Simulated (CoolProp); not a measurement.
Saturation properties of C2F6 (R116) (Tc = 293.0 K, pc = 3.048 MPa, ω = 0.257).

Values from CoolProp's reference Helmholtz-energy equation of state, Lemmon 2006. It is a short technical equation, of lower accuracy than the large ones.

| T (K) | p (MPa) | liquid density (kg/m³) | liquid viscosity (µPa s) | liquid conductivity (mW/(m K)) |
|---|---|---|---|---|
| 207.8 | 0.1916 | ___ | ___ | 71.0 |
| 210.3 | 0.2148 | 1535 | 323 | 70.0 |
| 212.8 | 0.2402 | ___ | ___ | 69.1 |
| 215.4 | 0.2690 | 1511 | 296 | 68.0 |
| 217.9 | 0.2990 | 1498 | 284 | 67.0 |
| 220.4 | 0.3315 | 1486 | 272 | 66.1 |
| 222.9 | 0.3666 | 1473 | 261 | 65.1 |
| 225.4 | 0.4044 | 1460 | 251 | 64.1 |
| 228 | 0.4467 | 1446 | 240 | 63.1 |
| 230.5 | ___ | 1433 | 230 | 62.1 |
| 233 | ___ | 1419 | ___ | 61.1 |
| 235.5 | ___ | 1405 | 212 | 60.1 |

Fill in the missing entries.


- 207.8, liquid density (kg/m³): 1547
- 207.8, liquid viscosity (µPa s): 337
- 212.8, liquid density (kg/m³): 1523
- 212.8, liquid viscosity (µPa s): 309
- 230.5, p (MPa): 0.4905
- 233, p (MPa): 0.5374
- 233, liquid viscosity (µPa s): 221
- 235.5, p (MPa): 0.5875

It boils at 195.1 K under 1 atm.

Viscosity comes from a separate model (Huber 2003), an estimate that may be off by 10 % or more. Thermal conductivity comes from a separate model (Huber 2003), an estimate that may be off by 10 % or more.
